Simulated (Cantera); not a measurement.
Thermodynamics of carbothermic reduction, feed Cu2O + C + N2 + CH4

Feed: 1 mol Cu2O, 3.9 mol C, 3.1 mol N2, 0.39 mol CH4, equilibrated at 1.28 Torr.

Equilibrium computed with Cantera from the NASA thermochemical tables; the gas is ideal and each condensed phase is pure. Candidate condensed phases: C, C6H6, C7H8, C8H18, Cu, CuO, Cu(OH)2, Cu2O, H2O; 139 gas species. Equilibrium is a limit: real reactors are often held back by kinetics, nucleation or transport.

From 1752 °C to 2302 °C the condensed part is C(graphite). The main Cu-bearing gas is Cu throughout.

| T (°C) | x N2 | x Cu | x CO | x H | x H2 | n C(graphite) |
|---|---|---|---|---|---|---|
| 1752 | 0.445 | 0.288 | 0.144 | 0.0150 | 0.103 | 3.26 |
| 1802 | 0.444 | 0.288 | 0.144 | 0.0204 | 0.0997 | 3.26 |
| 1852 | 0.442 | 0.287 | 0.143 | 0.0272 | 0.0955 | 3.25 |
| 1902 | 0.440 | 0.285 | 0.143 | 0.0356 | 0.0904 | 3.24 |
| 1952 | 0.437 | 0.284 | 0.142 | 0.0456 | 0.0843 | 3.24 |
| 2002 | 0.434 | 0.282 | 0.141 | 0.0573 | 0.0774 | 3.23 |
| 2052 | 0.430 | 0.280 | 0.140 | 0.0704 | 0.0696 | 3.22 |
| 2102 | 0.427 | 0.278 | 0.139 | 0.0847 | 0.0613 | 3.21 |
| 2152 | 0.423 | 0.276 | 0.138 | 0.0996 | 0.0526 | 3.20 |
| 2202 | 0.419 | 0.274 | 0.137 | 0.115 | 0.0440 | 3.19 |
| 2252 | 0.415 | 0.271 | 0.136 | 0.129 | 0.0359 | 3.18 |
| 2302 | 0.411 | 0.269 | 0.135 | 0.142 | 0.0285 | 3.16 |
x: gas mole fraction; n: condensed amount in mol.
